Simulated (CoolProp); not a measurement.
The fluid at 298.15 K and 1.54 MPa (stagnation) flows isentropically through a choked orifice. The same conditions are run with several fluids, on thermodynamics alone (safety and materials aside).

Model: reference Helmholtz-energy equation of state of each fluid (CH3F (R41): Lemmon 2006; CF4 (R14): Platzer 1990; carbon dioxide: Span 1996; dry air: Lemmon 2000; R13: Platzer 1990), in CoolProp. The equations of Platzer and Polt are older, rougher fits. Blends and air are pseudo-pure fits.

### Question
Rank CH3F (R41), CF4 (R14), carbon dioxide, dry air, R13 by throat to inlet pressure ratio, highest first.

### Answer
R13 (0.587), CF4 (R14) (0.574), CH3F (R41) (0.551), carbon dioxide (0.546), dry air (0.526)

```json
[
 {"fluid": "CH3F (R41)", "mass flux (kg/(m² s))": "4060", "throat temperature (K)": "259.4"},
 {"fluid": "CF4 (R14)", "mass flux (kg/(m² s))": "6030", "throat temperature (K)": "274.0"},
 {"fluid": "carbon dioxide", "mass flux (kg/(m² s))": "4500", "throat temperature (K)": "258.0"},
 {"fluid": "dry air", "mass flux (kg/(m² s))": "3630", "throat temperature (K)": "247.7"},
 {"fluid": "R13", "mass flux (kg/(m² s))": "6780", "throat temperature (K)": "274.9"}
]
```
